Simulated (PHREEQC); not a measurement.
Acid mine or pickling water: an equilibrium model

Synthetic water in mmol/kgw, 25 °C, pH 4.05: Na 72.7; K 4.23; Ca 3.15; Mg 12.9; Cl 6.74; S(6) 49.6; Mn(2) 0.0187.

Valence states are taken as typed.

The numbers come from PHREEQC with the Pitzer model, pitzer.dat.

Precipitation was switched off in this run.

### Question
Predict the specific conductance, osmotic coefficient, charge-balance error.

### Answer
specific conductance 9780 µS/cm; osmotic coefficient 0.791; charge-balance error 1.6 %.
